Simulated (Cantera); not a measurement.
Cantera with NASA thermochemical tables; ideal gases at 1 bar, condensed phases pure. Values are per mole of reaction as written; species without (g) are pure solids or liquids, kept so even where they would boil at 1 bar.

Problem. Between 1050 and 1275 K, where is each reaction favourable under standard conditions?
- H2(g) + 3 CuF2(g) + 2 C3H8(g) ⇌ 3 Cu + 6 CH3F(g)
- 3 C2H4(g) + 3 CuF2(g) ⇌ 3 Cu + 2 CF3(g) + 2 C2H6(g)

Solution. 
- H2(g) + 3 CuF2(g) + 2 C3H8(g) ⇌ 3 Cu + 6 CH3F(g): ΔG° is -364 kJ at 1050 K and -351 kJ at 1275 K; it stays negative (K > 1). ΔH° is -427 kJ and ΔS° -60 J/K at 1275 K.
- 3 C2H4(g) + 3 CuF2(g) ⇌ 3 Cu + 2 CF3(g) + 2 C2H6(g): ΔG° is -83 kJ at 1050 K and -5 kJ at 1275 K; it stays negative (K > 1). ΔH° is -442 kJ and ΔS° -343 J/K at 1275 K.
